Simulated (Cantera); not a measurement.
A Cantera script and its output.

```python
import numpy as np
import cantera as ct

gas = ct.Solution("gri30.yaml")


def delay(T, t_max=10):
    gas.TPX = T, 2700000, {'CH4': 1, 'C2H6': 0.034, 'O2': 2.86, 'N2': 19.2, 'H2O': 0.91}
    reactor = ct.IdealGasReactor(gas, clone=False)
    net = ct.ReactorNet([reactor])
    net.rtol, net.atol = 1e-8, 1e-16
    while net.time < t_max:
        t_old, T_old = net.time, reactor.T
        net.step()
        if reactor.T > T + 400:  # ignition: a rise of 400 K
            return t_old + (T + 400 - T_old) / (reactor.T - T_old) * (net.time - t_old)
    return np.nan


taus = []
for T in [1025, 1100, 1175, 1250, 1325, 1400]:
    taus.append(delay(T))
    print(f"T0 = {T:6g} K   tau = {taus[-1]:.4e} s")
```

Result:

```
T0 =   1025 K   tau = 1.3810e-02 s
T0 =   1100 K   tau = 4.4269e-03 s
T0 =   1175 K   tau = 1.6887e-03 s
T0 =   1250 K   tau = 7.2650e-04 s
T0 =   1325 K   tau = 3.3960e-04 s
T0 =   1400 K   tau = 1.6801e-04 s
```

Detailed kinetics in Cantera: GRI-Mech 3.0 (53 species, 325 reactions). The pressure lies above the range GRI-Mech 3.0 was tuned for (to about 10 atm).
